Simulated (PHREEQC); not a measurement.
A solution holds 0.0043 mol HF and 0.00029 mol NaF per kg of water, at 25 °C. Closed to the air; pH follows from the charge balance.

Model: ion-association model, phreeqc.dat, run in PHREEQC.

This is a speciation only: nothing precipitates in the calculation.

**Question.** Predict the pH, specific conductance, ionic strength.

**Answer.** pH 2.89; specific conductance 552 µS/cm; ionic strength 0.00162 mol/kgw.

**Question.** In which forms is F present?

**Answer.** HF 64 %, F- 35 %, HF2- 0.8 % of the F.
